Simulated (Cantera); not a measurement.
A Cantera script and its output.

```python
import numpy as np
import cantera as ct

gas = ct.Solution("gri30.yaml")
gas.TPX = 473, 230000, {'CH4': 1, 'C2H6': 0.19, 'C3H8': 0.084, 'O2': 3.47, 'N2': 10.4}
flame = ct.FreeFlame(gas, width=0.022)
flame.set_refine_criteria(ratio=3, slope=0.08, curve=0.16)
flame.transport_model = "mixture-averaged"
flame.solve(loglevel=0, auto=True)
z, T = flame.grid, flame.T
thick = (T[-1] - T[0]) / np.gradient(T, z).max()
show = ['CH4', 'C2H6', 'C3H8', 'NO', 'HO2', 'C2H2']
print(f"laminar burning velocity  {flame.velocity[0] * 100:.3f} cm/s")
print(f"burnt temperature         {T[-1]:.1f} K")
print(f"thermal thickness         {thick * 1e3:.4f} mm")
print(f"grid points               {len(z)}")
z0 = z[flame.heat_release_rate.argmax()]
print(f"{'z/mm':>9s}{'T/K':>9s}{'u/(m/s)':>9s}" + "".join(f"{s:>11s}" for s in show))
rows = []
for k in (-3, -2, -1.5, -1, -0.5, -0.25, 0, 0.25, 0.5, 1, 2, 4, 8):
    zz = z0 + k * thick
    rows.append([k * thick, np.interp(zz, z, T), np.interp(zz, z, flame.velocity),
                 *(np.interp(zz, z, flame.X[gas.species_index(s)]) for s in show)])
    print(f"{rows[-1][0] * 1e3:9.3f}{rows[-1][1]:9.1f}{rows[-1][2]:9.3f}" + "".join(f"{x:11.3e}" for x in rows[-1][3:]))
```

Result:

```
laminar burning velocity  91.782 cm/s
burnt temperature         2433.4 K
thermal thickness         0.1437 mm
grid points               153
     z/mm      T/K  u/(m/s)        CH4       C2H6       C3H8         NO        HO2       C2H2
   -0.431    473.1    0.919  6.599e-02  1.254e-02  5.544e-03  1.026e-10  7.532e-08  3.574e-09
   -0.287    474.8    0.923  6.581e-02  1.252e-02  5.537e-03  1.810e-09  1.298e-06  8.408e-08
   -0.216    482.0    0.939  6.534e-02  1.248e-02  5.525e-03  1.026e-08  7.071e-06  5.695e-07
   -0.144    538.1    1.054  6.273e-02  1.223e-02  5.456e-03  1.026e-07  5.846e-05  6.458e-06
   -0.072    949.8    1.895  4.618e-02  9.030e-03  4.059e-03  1.827e-06  3.194e-04  9.065e-05
   -0.036   1404.4    2.847  2.679e-02  3.897e-03  1.383e-03  4.918e-06  3.699e-04  2.540e-04
    0.000   1825.1    3.738  6.972e-03  2.344e-04  3.317e-05  1.010e-05  1.937e-04  3.643e-04
    0.036   2005.7    4.104  5.640e-04  7.552e-07  1.801e-08  1.686e-05  3.887e-05  5.314e-05
    0.072   2070.6    4.216  2.317e-05  6.503e-10  1.663e-12  2.238e-05  1.888e-05  1.554e-06
    0.144   2150.0    4.346  6.061e-08  9.348e-15  1.635e-18  3.076e-05  1.325e-05  1.664e-09
    0.287   2244.5    4.508  7.081e-12  2.388e-20  1.482e-25  4.590e-05  8.873e-06  9.347e-14
    0.575   2335.6    4.665  1.415e-16  7.678e-28  2.356e-36  7.467e-05  5.990e-06  1.686e-19
    1.150   2399.8    4.773  4.202e-17 -3.852e-30 -1.462e-44  1.264e-04  4.818e-06  4.870e-21
```

Computed with Cantera and GRI-Mech 3.0 (53 species, 325 reactions). Burning velocities carry a grid error of a few per cent, more on coarse grids.
